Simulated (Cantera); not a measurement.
**FeS + O₂ + H₂O (roasting and sulfation)**

Input: 1 mol FeS, 0.2 mol O₂, 0.49 mol H₂O, equilibrated at 10.0 mbar.

Method: chemical equilibrium by Gibbs-energy minimisation in Cantera with the NASA 1993 tables (ideal gas, pure condensed phases). Candidate condensed phases: Fe, FeO, Fe(OH)₂, Fe(OH)₃, FeS, FeSO₄, FeS₂, Fe₂O₃, Fe₂(SO₄)₃, Fe₃O₄, H₂O, H₂SO₄, S; 22 gas species. Metal and sulfide melt together well below either melting point, which pure phases cannot show. Mutual solubility and eutectic melting of coexisting phases are not modelled. The tables' stoichiometric FeO is somewhat more stable than real wüstite, so its field is too wide. FeO, FeS: taken at fixed stoichiometry. Gases not in the tables: S₃ to S₇. Rates play no part.

From 550 °C to 925 °C the condensed part is FeS(s) + Fe₃O₄(s). From 1000 °C to 1150 °C the condensed part is FeO(s) + FeS(s). At 1225 °C the condensed part is FeO(s) + FeS(l).

| T (°C) | x H₂O | x SO₂ | x S₂ | x H₂ | x H₂S | x SO | x SH | n FeS(s) | n Fe₃O₄(s) | n FeO(s) | n FeS(l) |
|---|---|---|---|---|---|---|---|---|---|---|---|
| 550 | 0.793 | 0.191 | 0.00603 | 0.000865 | 0.00924 | 1.09e-6 | 2.71e-7 | 0.870 | 0.0433 | 0 | 0 |
| 625 | 0.790 | 0.188 | 0.00948 | 0.00217 | 0.00979 | 5.36e-6 | 1.34e-6 | 0.867 | 0.0443 | 0 | 0 |
| 700 | 0.786 | 0.185 | 0.0140 | 0.00477 | 0.0104 | 2.05e-5 | 5.22e-6 | 0.863 | 0.0457 | 0 | 0 |
| 775 | 0.778 | 0.181 | 0.0195 | 0.00940 | 0.0109 | 6.48e-5 | 1.67e-5 | 0.858 | 0.0475 | 0 | 0 |
| 850 | 0.768 | 0.177 | 0.0260 | 0.0169 | 0.0113 | 0.000175 | 4.59e-5 | 0.851 | 0.0496 | 0 | 0 |
| 925 | 0.752 | 0.174 | 0.0334 | 0.0281 | 0.0116 | 0.000416 | 0.000110 | 0.843 | 0.0523 | 0 | 0 |
| 1000 | 0.701 | 0.182 | 0.0571 | 0.0439 | 0.0139 | 0.000998 | 0.000280 | 0.798 | 0 | 0.202 | 0 |
| 1075 | 0.659 | 0.166 | 0.0860 | 0.0686 | 0.0166 | 0.00200 | 0.000636 | 0.764 | 0 | 0.236 | 0 |
| 1150 | 0.606 | 0.147 | 0.121 | 0.101 | 0.0189 | 0.00363 | 0.00130 | 0.720 | 0 | 0.280 | 0 |
| 1225 | 0.551 | 0.132 | 0.151 | 0.137 | 0.0195 | 0.00608 | 0.00231 | 0 | 0 | 0.321 | 0.679 |
x: gas mole fraction; n: condensed amount in mol.
